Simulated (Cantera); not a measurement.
Cantera run:

```python
import numpy as np
import cantera as ct

gas_names = """
    CL CLO CL2 H HCL HNO HNO2 HNO3 HOCL HO2 H2 H2O H2O2 N NH NH2 NH3 NH2OH NO NO2 NO3 N2 N2H2 N2H4 N2O O
    OH O2 O3
""".split()
cond_names = """
    H2O(s) H2O(L) NH4CL(a) NH4CL(b)
""".split()


# ... load() reads the species with a 1 bar reference pressure and builds the phases ...
atoms = {
    'HCl': {'H': 1, 'CL': 1},
    'H2O': {'H': 2, 'O': 1},
    'N2': {'N': 2},
    'H2': {'H': 2},
}
top_T = {}  # K; cautious upper limits of use, not melting points


# ... equilibrate(T, P, feed) seeds the gas with the atoms and calls Mixture.equilibrate('TP', solver="vcs", rtol=1e-11, max_steps=5000) ...
results = []
feed = {'HCl': 1, 'H2O': 5.1, 'N2': 8.3, 'H2': 5.3}  # mol
T = 2248.15  # K
P = 10000  # Pa
mix = equilibrate(T, P, feed)
results.append((T, P, feed, dict(zip(mix.species_names, mix.species_moles))))
print(gas.report(threshold=1e-05))
for i in range(1, mix.n_phases):
    print(f"{mix.phase(i).name:16s} {mix.phase_moles(i):12.5e} mol")
```

Result:

```
       temperature   2248.2 K
          pressure   10000 Pa
           density   0.010011 kg/m^3
  mean mol. weight   18.713 kg/kmol
   phase of matter   gas

                          1 kg             1 kmol
                     ---------------   ---------------
          enthalpy        3.1266e+05         5.851e+06  J
   internal energy        -6.862e+05       -1.2841e+07  J
           entropy             14512        2.7157e+05  J/K
    Gibbs function       -3.2313e+07       -6.0469e+08  J
 heat capacity c_p            2144.2             40124  J/K
 heat capacity c_v            1699.8             31810  J/K

                      mass frac. Y      mole frac. X     chem. pot. / RT
                     ---------------   ---------------   ---------------
                CL         0.0030329          0.001601           -25.217
                 H        0.00064211          0.011921           -11.749
               HCL          0.095008          0.048766           -36.966
                H2          0.028318           0.26286           -23.498
               H2O           0.24543           0.25494           -44.604
                NO        0.00016823        0.00010492           -36.364
                N2           0.62575             0.418           -30.517
                 O        4.6333e-05        5.4194e-05           -21.105
                OH         0.0015743         0.0017323           -32.855
                O2         3.773e-05        2.2066e-05           -42.211
     [  +19 minor]        7.1705e-07        3.7438e-07
```

Method: chemical equilibrium by Gibbs-energy minimisation in Cantera with the NASA 1993 tables (ideal gas, pure condensed phases).
